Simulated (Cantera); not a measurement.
A perfectly stirred reactor is fed with H₂ : O₂ : N₂ : CO₂ = 1 : 0.893 : 3.36 : 0.15 (molar parts), at 10.0 bar; it is adiabatic with a 400 K inlet, and is followed from long to short residence time, starting on the burning branch (τ in s: 0.046, 0.024, 0.013, 0.0068, 0.0036, 0.0019, 0.001, 0.00053, 0.00028, 0.00015, 7.8e-05, 4.1e-05, 2.2e-05).

Cantera simulation using GRI-Mech 3.0 (53 species, 325 reactions); the numbers are that mechanism's predictions, not measurements. The hydrogen kinetics of GRI-Mech 3.0 are dated; newer H2 mechanisms differ, most at raised pressure.

One state of this run: T (K) = 1784; x H₂ = 0.000393; x O₂ = 0.0800; x HO₂ = 1.27e-5; x H = 1.59e-5; x N₂O = 2.08e-6. x: mole fraction; the columns are a selection and need not sum to one.

Q: Which value of τ (s) does it belong to?
(A) 0.0068
(B) 0.0019
(C) 0.00053
(D) 0.00015

A: B, 0.0019
